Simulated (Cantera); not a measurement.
A closed system holds: 1 mol Ca(OH)₂, 0.46 mol H₂, 11 mol O₂, held at 823.15 K and 0.120 bar.

These are equilibrium values from Cantera (NASA tables, ideal gas, pure condensed phases), not measurements of a reactor. Candidate condensed phases: Ca, CaO, Ca(OH)₂, H₂O; 14 gas species. The numbers say what is thermodynamically allowed, not how fast it happens.

**Question.** What is the equilibrium state?

**Answer.** 
* **x(O₂)**: 0.881
* **x(H₂O)**: 0.119
* **n(CaO(s))**: 1.00 mol
* **gas amount**: 12.23 mol
* **log10 activity of Ca(OH)₂(s) (absent)**: -2.07
* **log10 activity of Ca(s) (absent)**: -34.30
